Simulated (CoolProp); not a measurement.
Vapour-liquid equilibrium of methanol (1) + dimethyl carbonate (2) at 427.2 K; x and y are mole fractions of (1).

The numbers come from the multi-fluid Helmholtz-energy mixture model, de Reuck 1993 and Zhou 2011; pair parameters Bell 2016 in CoolProp.

| x | bubble pressure (MPa) | y at the bubble point | dew pressure at overall composition x (MPa) | liquid density (mol/L) |
|---|---|---|---|---|
| 0.05 | 0.6547 | 0.182 | 0.5729 | 9.960 |
| 0.2 | 0.9124 | [?] | 0.6675 | 10.74 |
| 0.35 | 1.104 | 0.603 | [?] | 11.69 |
| 0.5 | 1.250 | 0.698 | 0.9605 | 12.87 |
| 0.65 | 1.364 | 0.777 | 1.176 | 14.37 |
| 0.8 | [?] | 0.858 | 1.393 | 16.32 |
| 0.95 | 1.520 | 0.958 | 1.517 | 18.92 |

Task: Fill in the missing entries.

Result: 
- 0.2, y at the bubble point: 0.461
- 0.35, dew pressure at overall composition x (MPa): 0.7928
- 0.8, bubble pressure (MPa): 1.455

No azeotrope shows between x = 0.05 and 0.95.

Pair parameters are fitted to limited data, so mixtures are less certain than the pure fluids.
